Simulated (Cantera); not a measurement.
An isothermal, constant-pressure homogeneous reactor starts with H₂ : O₂ = 0.011 : 1 (molar parts), at 1450 K and 3.30 Torr. Integrator tolerance rtol = 1e-08.

Model: the H2/O2 subset of GRI-Mech 3.0, which has no nitrogen chemistry, integrated in Cantera. Radical loss at walls, strong at low pressure, is not modelled.

Question: What does this change do: O2 1 to 0.15 parts?

Answer: 
```
quantity                                             before                                      after
-----------------  ----------------------------------------  -----------------------------------------
x(H₂) at 10.0 s     1.03e-5 (gas-phase equilibrium 1.57e-7)    1.44e-5 (gas-phase equilibrium 1.05e-6)
x(O₂) at 10.0 s         0.987 (gas-phase equilibrium 0.989)        0.928 (gas-phase equilibrium 0.929)
x(H₂O₂) at 10.0 s  1.50e-9 (gas-phase equilibrium 1.11e-10)   2.50e-9 (gas-phase equilibrium 6.95e-10)
x(H₂O) at 10.0 s      0.0105 (gas-phase equilibrium 0.0109)      0.0703 (gas-phase equilibrium 0.0706)
x(O) at 10.0 s      0.00205 (gas-phase equilibrium 3.03e-5)   0.000403 (gas-phase equilibrium 2.94e-5)
x(H) at 10.0 s      3.13e-5 (gas-phase equilibrium 5.70e-8)    7.46e-6 (gas-phase equilibrium 1.47e-7)
x(OH) at 10.0 s    0.000764 (gas-phase equilibrium 9.44e-5)  0.000874 (gas-phase equilibrium 0.000237)
```
The temperature is held fixed by assumption; the heat of reaction is taken as removed at once.

Question: What does this change do: temperature 1450 to 1025 K?

Answer: 
| quantity | before | after |
|---|---|---|
| x(H₂) at 10.0 s | 1.03e-5 (gas-phase equilibrium 1.57e-7) | 4.84e-7 (gas-phase equilibrium 3.02e-11) |
| x(O₂) at 10.0 s | 0.987 (gas-phase equilibrium 0.989) | 0.989 (gas-phase equilibrium 0.989) |
| x(H₂O₂) at 10.0 s | 1.50e-9 (gas-phase equilibrium 1.11e-10) | 3.82e-9 (gas-phase equilibrium 2.78e-12) |
| x(H₂O) at 10.0 s | 0.0105 (gas-phase equilibrium 0.0109) | 0.0109 (gas-phase equilibrium 0.0109) |
| x(O) at 10.0 s | 0.00205 (gas-phase equilibrium 3.03e-5) | 7.45e-5 (gas-phase equilibrium 4.98e-9) |
| x(H) at 10.0 s | 3.13e-5 (gas-phase equilibrium 5.70e-8) | 6.60e-7 (gas-phase equilibrium <1e-12) |
| x(OH) at 10.0 s | 0.000764 (gas-phase equilibrium 9.44e-5) | 4.28e-5 (gas-phase equilibrium 3.51e-7) |

Question: What does this change do: O2 1 to 0.27 parts?

Answer: 
```tsv
quantity	before	after
x(H₂) at 10.0 s	1.03e-5 (gas-phase equilibrium 1.57e-7)	1.64e-5 (gas-phase equilibrium 5.85e-7)
x(O₂) at 10.0 s	0.987 (gas-phase equilibrium 0.989)	0.959 (gas-phase equilibrium 0.960)
x(H₂O₂) at 10.0 s	1.50e-9 (gas-phase equilibrium 1.11e-10)	2.41e-9 (gas-phase equilibrium 3.99e-10)
x(H₂O) at 10.0 s	0.0105 (gas-phase equilibrium 0.0109)	0.0394 (gas-phase equilibrium 0.0398)
x(O) at 10.0 s	0.00205 (gas-phase equilibrium 3.03e-5)	0.000843 (gas-phase equilibrium 2.99e-5)
x(H) at 10.0 s	3.13e-5 (gas-phase equilibrium 5.70e-8)	1.64e-5 (gas-phase equilibrium 1.10e-7)
x(OH) at 10.0 s	0.000764 (gas-phase equilibrium 9.44e-5)	0.000947 (gas-phase equilibrium 0.000179)
```
The temperature is held fixed by assumption; the heat of reaction is taken as removed at once.
